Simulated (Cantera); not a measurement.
Source: NASA polynomial tables (part measured, part estimated), evaluated in Cantera. Values are per mole of reaction as written; species without (g) are pure solids or liquids, kept so even where they would boil at 1 bar.

Si2C(g) + 2 CH3(g) → 2 SiH3(g) + 3 C

```csv
T (K),ΔH° (kJ),ΔS° (J/K),ΔG° (kJ),log10 K
1425,-394.1,-166.8,-156.4,5.73
1500,-392.2,-165.5,-144.0,5.01
1575,…,…,…,…
1650,-388.5,-163.1,-119.3,3.78
1725,-386.6,-162.0,-107.1,3.24
1800,-384.8,-161.0,-95.0,2.76
1875,…,…,…,…
1950,-381.1,-159.0,-71.0,1.90
2025,-379.4,-158.1,-59.1,1.53
2100,-377.6,-157.3,-47.3,1.18
2175,-375.9,-156.5,-35.5,0.85
```

### Question
Complete the blanks.

### Answer

- 1575, ΔH° (kJ): -390.3
- 1575, ΔS° (J/K): -164.3
- 1575, ΔG° (kJ): -131.6
- 1575, log10 K: 4.36
- 1875, ΔH° (kJ): -382.9
- 1875, ΔS° (J/K): -160.0
- 1875, ΔG° (kJ): -83.0
- 1875, log10 K: 2.31
